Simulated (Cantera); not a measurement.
Cantera run:

```python
import numpy as np
import cantera as ct

gas_names = """
    Fe FeO Fe(OH)2 H HO2 H2 H2O H2O2 H2S H2SO4 O OH O2 O3 S SH SO SO2 SO3 S2 S2O S8
""".split()
cond_names = """
    Fe(a) Fe(c) Fe(d) Fe(L) FeO(s) FeO(L) Fe(OH)2(s) Fe(OH)3(s) FeS(a) FeS(b) FeS(c) FeS(L) FeSO4(s)
    FeS2(s) Fe2O3(s) Fe2S3O12(s) Fe3O4(s) H2O(s) H2O(L) H2SO4(L) S(cr1) S(cr2) S(L)
""".split()


# ... load() reads the species with a 1 bar reference pressure and builds the phases ...
atoms = {
    'FeS2': {'Fe': 1, 'S': 2},
    'O2': {'O': 2},
    'H2O': {'H': 2, 'O': 1},
}
top_T = {'FeSO4(s)': 950, 'FeS2(s)': 1010, 'Fe2O3(s)': 1830, 'Fe2S3O12(s)': 1100, 'Fe3O4(s)': 1870}  # K; cautious upper limits of use, not melting points


# ... equilibrate(T, P, feed) seeds the gas with the atoms and calls Mixture.equilibrate('TP', solver="vcs", rtol=1e-11, max_steps=5000) ...
results = []
feed = {'FeS2': 1, 'O2': 3.4, 'H2O': 2.9}  # mol
P = 790000  # Pa
for T in [1025, 1125, 1225, 1325, 1425, 1525, 1625, 1725, 1825]:
    mix = equilibrate(T, P, feed)
    results.append((T, P, feed, dict(zip(mix.species_names, mix.species_moles))))
    x = sorted(zip(gas.X, gas.species_names), reverse=True)
    print(f"T = {T:g} K  P = {P:g} Pa  gas = {mix.phase_moles(0):.4g} mol")
    print("   x: " + "  ".join(f"{s} {v:.3e}" for v, s in x if v > 0.0001))
    print("   condensed (mol): " + ("  ".join(f"{mix.phase(i).name} {mix.phase_moles(i):.4g}"
          for i in range(1, mix.n_phases) if mix.phase_moles(i) > 1e-12) or "none"))
```

Result:

```
T = 1025 K  P = 790000 Pa  gas = 3.998 mol
   x: H2O 7.240e-01  SO2 1.938e-01  SO3 7.150e-02  O2 9.362e-03  H2SO4 1.347e-03
   condensed (mol): Fe2O3(s) 0.1887  Fe2S3O12(s) 0.3113
T = 1125 K  P = 790000 Pa  gas = 5.276 mol
   x: H2O 5.491e-01  SO2 2.763e-01  SO3 1.023e-01  O2 7.179e-02  H2SO4 5.804e-04
   condensed (mol): Fe2O3(s) 0.5
T = 1225 K  P = 790000 Pa  gas = 5.396 mol
   x: H2O 5.372e-01  SO2 3.140e-01  O2 9.213e-02  SO3 5.650e-02  H2SO4 1.469e-04
   condensed (mol): Fe2O3(s) 0.5
T = 1325 K  P = 790000 Pa  gas = 5.464 mol
   x: H2O 5.307e-01  SO2 3.348e-01  O2 1.033e-01  SO3 3.121e-02
   condensed (mol): Fe2O3(s) 0.5
T = 1425 K  P = 790000 Pa  gas = 5.501 mol
   x: H2O 5.272e-01  SO2 3.456e-01  O2 1.092e-01  SO3 1.796e-02
   condensed (mol): Fe2O3(s) 0.5
T = 1525 K  P = 790000 Pa  gas = 5.52 mol
   x: H2O 5.253e-01  SO2 3.514e-01  O2 1.123e-01  SO3 1.091e-02  OH 1.133e-04
   condensed (mol): Fe2O3(s) 0.5
T = 1625 K  P = 790000 Pa  gas = 5.531 mol
   x: H2O 5.242e-01  SO2 3.546e-01  O2 1.140e-01  SO3 6.988e-03  OH 2.504e-04
   condensed (mol): Fe2O3(s) 0.5
T = 1725 K  P = 790000 Pa  gas = 5.538 mol
   x: H2O 5.234e-01  SO2 3.565e-01  O2 1.149e-01  SO3 4.697e-03  OH 5.043e-04
   condensed (mol): Fe2O3(s) 0.5
T = 1825 K  P = 790000 Pa  gas = 5.625 mol
   x: H2O 5.150e-01  SO2 3.521e-01  O2 1.284e-01  SO3 3.421e-03  OH 9.582e-04
   condensed (mol): Fe3O4(s) 0.3333
```

Cantera equilibrium calculation (NASA polynomials, part measured and part estimated; ideal gas, pure solids and liquids). Mutual solubility and eutectic melting of coexisting phases are not modelled.
